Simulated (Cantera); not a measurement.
# Equilibrium for iron carbonyl, mercury and lead vapours: PbO + N₂

Input: 1 mol PbO, 4.2 mol N₂.

These are equilibrium values from Cantera (NASA tables, ideal gas, pure condensed phases), not measurements of a reactor. Candidate condensed phases: Pb, PbO, PbO₂, Pb₃O₄; 12 gas species. Kinetics and transport are ignored.

Map the stable condensed phases over T = 1075, 1100, 1125, 1150, 1175, 1200, 1225, 1250, 1275, 1300, 1325, 1350 °C and P in Pa = 10, 36, 130, 460, 1700, 6000, 22000, 77000, 280000, 1000000.


```
T in °C \ P in Pa
              10      36     130     460    1700    6000   22000   77000  280000 1000000
   1350        A       A       A       A       A       A       A       B       B       B
   1325        A       A       A       A       A       A       B       B       B       B
   1300        A       A       A       A       A       A       B       B       B       B
   1275        A       A       A       A       A       A       B       B       B       B
   1250        A       A       A       A       A       A       B       B       B       B
   1225        A       A       A       A       A       B       B       B       B       B
   1200        A       A       A       A       A       B       B       B       B       B
   1175        A       A       A       A       A       B       B       B       B       B
   1150        A       A       A       A       A       B       B       B       B       B
   1125        A       A       A       A       B       B       B       B       B       B
   1100        A       A       A       A       B       B       B       B       B       B
   1075        A       A       A       A       B       B       B       B       B       B
```
A: gas only; B: PbO.
